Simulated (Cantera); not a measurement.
Feed: 1 mol HMDSO, 0.48 mol CO₂, 2.3 mol H₂, equilibrated at 1700 K and 10.0 mbar.

Cantera equilibrium calculation (NASA polynomials, part measured and part estimated; ideal gas, pure solids and liquids). Candidate condensed phases: C, C₆H₆, C₇H₈, C₈H₁₈, H₂O, Si, SiC, SiO₂; 123 gas species. The feed counts by its element totals alone. The numbers say what is thermodynamically allowed, not how fast it happens.

Base state: H₂ 0.851, CO 0.147, H 0.00136, SiO 0.000602, C₂H₂ (acetylene) 6.25e-5 (mole fractions); condensed: C(graphite) + SiC(s).

Q: What changes in the equilibrium state with this change: pressure from 10.0 mbar to 9.80 Pa?

A: 
| species | before | after |
|---|---|---|
| H₂ | 0.851 | 0.839 |
| CO | 0.147 | 0.146 |
| H | 0.00136 | 0.0136 |
| SiO | 0.000602 | 0.000598 |
| Si | 1.01e-6 | 0.000103 |
| C₂H₂ (acetylene) | 6.25e-5 | 6.16e-5 |
| C(graphite), mol | 2.53 | 2.54 |
| SiC(s), mol | 1.99 | 1.99 |
